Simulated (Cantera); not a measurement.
A Cantera script and its output.

```python
import numpy as np
import cantera as ct

gas = ct.Solution("gri30.yaml")
gas.TPX = 1173, 1900, {'N2O': 1, 'O2': 1.7}
inlet = ct.Reservoir(gas, clone=True)

reactor = ct.IdealGasConstPressureReactor(gas, energy="off", clone=False)
exhaust = ct.Reservoir(gas, clone=True)
tau = [12, 3.8, 1.1, 0.35, 0.11, 0.032, 0.0097, 0.003, 0.0009, 0.00027][0]
for a, b in ((inlet, reactor), (reactor, exhaust)):
    ct.MassFlowController(a, b, mdot=lambda t: reactor.mass / tau)
net = ct.ReactorNet([reactor])
show = ['N2O', 'O2', 'NO', 'N2', 'O', 'NO2']

rows = []
print(f"{'tau/s':>10s}{'T/K':>9s}" + "".join(f"{s:>11s}" for s in show))
for tau in [12, 3.8, 1.1, 0.35, 0.11, 0.032, 0.0097, 0.003, 0.0009, 0.00027]:
    net.initial_time = 0.0
    net.advance(30 * tau)
    before = gas.X
    net.advance(40 * tau)
    drift = np.max(np.abs(gas.X - before) / (gas.X + 1e-9))
    rows.append([gas.T, *gas[show].X, drift])
    print(f"{tau:10.3e}{gas.T:9.1f}" + "".join(f"{x:11.3e}" for x in gas[show].X))
```

It prints:

```
     tau/s      T/K        N2O         O2         NO         N2          O        NO2
 1.200e+01   1173.0  3.371e-01  6.335e-01  2.642e-03  2.675e-02  1.189e-06  1.311e-06
 3.800e+00   1173.0  3.591e-01  6.309e-01  8.919e-04  9.026e-03  1.190e-06  3.788e-07
 1.100e+00   1173.0  3.670e-01  6.300e-01  2.638e-04  2.670e-03  1.190e-06  7.417e-08
 3.500e-01   1173.0  3.693e-01  6.298e-01  8.432e-05  8.540e-04  1.187e-06  1.174e-08
 1.100e-01   1173.0  3.700e-01  6.297e-01  2.640e-05  2.682e-04  1.181e-06  1.404e-09
 3.200e-02   1173.0  3.703e-01  6.296e-01  7.533e-06  7.733e-05  1.157e-06  1.243e-10
 9.700e-03   1173.0  3.703e-01  6.296e-01  2.145e-06  2.278e-05  1.087e-06  1.070e-11
 3.000e-03   1173.0  3.704e-01  6.296e-01  5.554e-07  6.526e-06  9.098e-07  8.063e-13
 9.000e-04   1173.0  3.704e-01  6.296e-01  1.075e-07  1.673e-06  5.868e-07  4.099e-14
 2.700e-04   1173.0  3.704e-01  6.296e-01  1.477e-08  4.181e-07  2.688e-07  1.450e-15
```

Computed with Cantera and GRI-Mech 3.0 (53 species, 325 reactions). GRI-Mech 3.0 was tuned for natural gas; its chemistry of N2O as a main component is partial and can be far from experiment. Radical loss at walls, strong at low pressure, is not modelled. The mechanism lacks the step 2 NO + O2 → 2 NO2, which can matter for NO2 below about 1400 K. The temperature is held fixed by assumption; the heat of reaction is taken as removed at once.
